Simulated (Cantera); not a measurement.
# Ignition delay

Mixture: 14.1 % CH₄, 3.66 % H₂, 15.8 % O₂, 59.4 % N₂, 7.04 % CO₂, equivalence ratio 1.9, at 1.80 bar, adiabatic and at constant pressure. Ignition delay is the time to a rise of 400 K.

Cantera simulation using GRI-Mech 3.0 (53 species, 325 reactions); the numbers are that mechanism's predictions, not measurements. Below about 1000 K GRI-Mech 3.0 lacks low-temperature oxidation paths. Below about 950 K walls govern HO2 and H2O2 in real vessels.

| T0 (K) | delay (ms) |
|---|---|
| 850 | 1730 |
| 925 | 154 |
| 1000 | 40.2 |
| 1075 | 18.7 |
| 1150 | 9.48 |
| 1225 | 4.81 |

| Item | Result |
|---|---|
| apparent activation energy between 1075 and 1225 K | 99 kJ/mol |
